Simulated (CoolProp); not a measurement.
CH2F2 (R32) at 293.15 K and 2.43 MPa flows at 1.1 m/s in a round tube of 100 mm bore and 1.5 µm roughness, fully developed (64/Re and Nu = 3.66 if laminar; Colebrook and Gnielinski if turbulent). Each further row changes one setting.

Values from CoolProp's reference Helmholtz-energy equation of state, Tillner-Roth 1997.

```tsv
case	Reynolds number	Darcy friction factor	pressure drop (Pa/m)	heat-transfer coefficient (W/(m² K))	mass flow (kg/h)
as stated	897000	0.0122	72.7	2590	30700
velocity 2.2 m/s	1790000	0.0110	263	4730	61400
diameter 200 mm	1790000	0.0108	32.3	2320	123000
```

Viscosity comes from a separate model (Bell 2016), an estimate that may be off by 10 % or more. Thermal conductivity comes from a separate model (Huber 2003), an estimate that may be off by 10 % or more.
